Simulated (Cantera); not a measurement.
**Calcination and drying: MgSO₄ + C + H₂**

Feed: 1 mol MgSO₄, 0.019 mol C, 0.036 mol H₂, at 452 °C.

These are equilibrium values from Cantera (NASA tables, ideal gas, pure condensed phases), not measurements of a reactor. Candidate condensed phases: C, C₆H₆, C₇H₈, C₈H₁₈, H₂O, H₂SO₄, Mg, MgCO₃, MgO, Mg(OH)₂, MgS, MgSO₄, S; 130 gas species. Gases not in the tables: S₃ to S₇. The numbers say what is thermodynamically allowed, not how fast it happens.

| P (Pa) | log p SO₂ | log p H₂O | log p CO₂ | log p H₂S | log p S₂ | log p S₈ | log p S₂O | log p COS | n MgO(s) | n MgSO₄(s) |
|---|---|---|---|---|---|---|---|---|---|---|
| 10 | -4.24 | -4.55 | -4.83 | -15.63 | <-16 | <-16 | <-16 | <-16 | 0.0740 | 0.926 |
| 36 | -3.69 | -4.00 | -4.28 | -12.85 | -14.36 | <-15 | -13.77 | <-15 | 0.0740 | 0.926 |
| 130 | -3.13 | -3.44 | -3.72 | -10.06 | -11.02 | <-14 | -10.98 | -12.69 | 0.0740 | 0.926 |
| 460 | -2.58 | -2.89 | -3.17 | -7.32 | -7.72 | <-14 | -8.24 | -9.94 | 0.0740 | 0.926 |
| 1700 | -2.02 | -2.32 | -2.59 | -4.51 | -4.37 | -12.46 | -5.44 | -7.13 | 0.0720 | 0.928 |
| 6000 | -1.71 | -1.66 | -1.89 | -2.60 | -2.49 | -4.95 | -3.88 | -5.18 | 0.0430 | 0.957 |
| 22000 | -1.61 | -1.03 | -1.20 | -1.60 | -1.93 | -2.71 | -3.41 | -4.11 | 0.0271 | 0.973 |
| 77000 | -1.58 | -0.47 | -0.61 | -0.90 | -1.73 | -1.89 | -3.24 | -3.38 | 0.0228 | 0.977 |
| 280000 | -1.55 | 0.08 | -0.03 | -0.25 | -1.58 | -1.30 | -3.12 | -2.71 | 0.0212 | 0.979 |
| 1000000 | -1.53 | 0.61 | 0.53 | 0.36 | -1.46 | -0.81 | -3.02 | -2.07 | 0.0205 | 0.980 |
log p: log10 of the partial pressure in bar; n: condensed amount in mol.

From 0.0750 Torr to 7500 Torr the condensed part is MgO(s) + MgSO₄(s).
